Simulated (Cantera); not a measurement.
Charge: 1 mol SiC, 0.35 mol C, 0.57 mol N2, 0.059 mol Si, equilibrated at 2000 °C.

Equilibrium computed with Cantera from the NASA thermochemical tables; the gas is ideal and each condensed phase is pure. Candidate condensed phases: C, Si, SiC, Si3N4; 20 gas species. The tables' values for SiN are old estimates; treat these amounts as uncertain. Equilibrium is a limit: real reactors are often held back by kinetics, nucleation or transport.

x: gas mole fraction; n: condensed amount in mol.

| P (Pa) | x N2 | x Si | x SiC2 | x Si2C | x CN | x Si2 | n C(graphite) | n SiC(s) |
|---|---|---|---|---|---|---|---|---|
| 1 | 0.349 | 0.573 | 0.0720 | 0.00251 | 0.00242 | 8.23e-5 | 1.10 | 0 |
| 16 | 0.362 | 0.534 | 0.0671 | ___ | ___ | ___ | 1.08 | 0 |
| 250 | 0.952 | ___ | ___ | ___ | ___ | ___ | 0.313 | 1.03 |
| 4000 | 0.997 | 0.00244 | 0.000306 | 0.000182 | 6.46e-5 | 5.97e-6 | 0.292 | 1.06 |
| 63000 | 1.000 | 0.000155 | 1.95e-5 | 1.16e-5 | 1.63e-5 | 3.79e-7 | 0.291 | 1.06 |
| 1000000 | 1.000 | 9.75e-6 | 1.23e-6 | 7.28e-7 | 4.09e-6 | 2.39e-8 | 0.291 | 1.06 |

Task: Some entries are withheld; supply them.

Result: 
- 16, x Si2C: 0.0349
- 16, x CN: 0.000615
- 16, x Si2: 0.00114
- 250, x Si: 0.0390
- 250, x SiC2: 0.00490
- 250, x Si2C: 0.00291
- 250, x CN: 0.000253
- 250, x Si2: 9.55e-5
